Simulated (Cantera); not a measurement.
## Equilibrium for abatement and gas-phase synthesis: NH3 + SO2 + H2

A closed system holds: 1 mol NH3, 0.44 mol SO2, 2.4 mol H2, equilibrated at 750 Torr.

These are equilibrium values from Cantera (NASA tables, ideal gas, pure condensed phases), not measurements of a reactor. Candidate condensed phases: H2O, H2SO4, S; 35 gas species. The numbers say what is thermodynamically allowed, not how fast it happens.

From 1302 °C to 1702 °C nothing is condensed.

```tsv
T (°C)	x H2	x H2O	x N2	x H2S	x S2
1302	0.592	0.199	0.113	0.0913	0.00361
1352	0.594	0.199	0.113	0.0878	0.00506
1402	0.597	0.198	0.113	0.0836	0.00679
1452	0.599	0.198	0.112	0.0788	0.00871
1502	0.603	0.197	0.112	0.0736	0.0107
1552	0.606	0.196	0.112	0.0682	0.0128
1602	0.609	0.195	0.112	0.0628	0.0148
1652	0.612	0.195	0.111	0.0575	0.0166
1702	0.615	0.194	0.111	0.0525	0.0182
```
x: gas mole fraction; nothing condenses.
